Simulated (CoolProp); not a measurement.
Vapour-liquid equilibrium of CH2F2 (R32) (1) + dimethyl ether (2) at -29.75 °C; x and y are mole fractions of (1).

Computed with CoolProp (multi-fluid Helmholtz-energy mixture model, Tillner-Roth 1997 and Wu 2011; pair parameters Bell 2016).

Question: Give the bubble pressure and the first vapour's composition at x = 0.2, 0.65, 0.95. Is there an azeotrope?

Answer: x = 0.2: 0.1181 MPa, y = 0.445; x = 0.65: 0.2099 MPa, y = 0.858; x = 0.95: 0.2667 MPa, y = 0.982. No azeotrope shows between x = 0.05 and 0.95.

Pair parameters are fitted to limited data, so mixtures are less certain than the pure fluids. The gap from Raoult's law changes sign with composition, which may be real or a fault of the pair parameters; it wasn't checked against measurements.
